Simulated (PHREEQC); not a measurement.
Dissolve 130 mmol/kgw KH2PO4, 19 mmol/kgw K2HPO4 and 0.0028 mmol/kgw H4SiO4 at 25 °C. Closed to the air; pH follows from the charge balance.

Equilibrium calculation in PHREEQC: ion-association model, phreeqc.dat.

```
quantity                   before     after
------------------------  -------  --------
pH                           5.94      4.45
ionic strength (mol/kgw)    0.184     0.131
H2PO4- (mol/kgw)            0.130     0.129
HPO4-2 (mol/kgw)           0.0174  0.000506
KHPO4- (mol/kgw)          0.00165   4.26e-5
PO4-3 (mol/kgw)           3.83e-8  2.95e-11
```

Question: Which change was made?
A. K2HPO4 from 0.019 to 0.0095 mol/kgw
B. KH2PO4 left out
C. H4SiO4 left out
D. K2HPO4 left out
E. temperature from 25 to 5 °C

Answer: D, K2HPO4 left out

This is a speciation only: nothing precipitates in the calculation.
